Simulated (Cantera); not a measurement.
A diamond (100) surface in a fixed gas of H2 with x(CH4) = 0.01, x(CH3) = 0.00058, at 1200 K, 75.0 Torr; coverages are run to steady state.

Detailed kinetics in Cantera: the Harris–Goodwin 1993 mechanism for the reconstructed diamond (100) surface.

One state of this run: growth (µm/h) = 6.51; θ c6HH = 0.463; θ c6H* = 0.0353; θ c6*H = 0.452; θ c6** = 0.0168; θ c6HM = 0.0159. θ: site fractions in the mechanism's names (c6HH fully hydrogenated, c6H* and c6*H radical sites, c6** diradical, c6HM methylated).

Problem. Which value of x(H) does it belong to?
A) 0.00066
B) 0.0017
C) 0.073
D) 0.028

Solution. A, 0.00066
